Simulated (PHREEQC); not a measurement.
Consider water at 80 °C with 0.0029 mol/kgw KHCO3, 0.0063 mol/kgw Na2CO3 and 0.13 mol/kgw NaCl. Closed to the air; pH follows from the charge balance.

All values are PHREEQC results (ion-association model, phreeqc.dat), not measurements.

```csv
quantity,before,after
pH,9.04,8.81
ionic strength (mol/kgw),0.141,0.378
Na+ (mol/kgw),0.137,0.255
HCO3- (mol/kgw),0.00319,0.00326
NaHCO3 (mol/kgw),0.000101,0.000156
CO2 (mol/kgw),4.56e-6,6.91e-6
```

**Question.** Name the change that produced these shifts.
A) NaCl replaced by Na2HPO4 at the same molality
B) temperature from 80 to 65 °C
C) KHCO3 left out
D) NaCl left out
E) 0.017 mol/kgw H2SO4 added

**Answer.** A, NaCl replaced by Na2HPO4 at the same molality

No solid was allowed to form. Constants without temperature data keep their 25 °C values here.
